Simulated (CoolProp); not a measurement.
Properties of acetone along the isotherm 318.6 K.

Values from CoolProp's reference Helmholtz-energy equation of state, Lemmon 2006. It is a short technical equation, of lower accuracy than the large ones.

```tsv
p (MPa)	phase	density (kg/m³)	fugacity coefficient
3.35	liquid	…	0.02188
6.7	liquid	…	0.01204
10.1	liquid	772.7	0.008799
13.4	liquid	…	0.007281
16.8	liquid	779.4	0.006392
20.1	liquid	…	0.005861
23.5	liquid	785.6	0.005513
26.8	liquid	788.6	0.005300
30.2	liquid	791.5	0.005168
33.5	liquid	794.2	0.005104
36.9	liquid	796.9	0.005089
40.2	liquid	799.5	0.005115
43.6	liquid	802.1	0.005176
46.9	liquid	804.5	0.005265
```

### Question
What belongs in the gaps?

### Answer

- 3.35, density (kg/m³): 765.3
- 6.7, density (kg/m³): 769.0
- 13.4, density (kg/m³): 776.0
- 20.1, density (kg/m³): 782.5
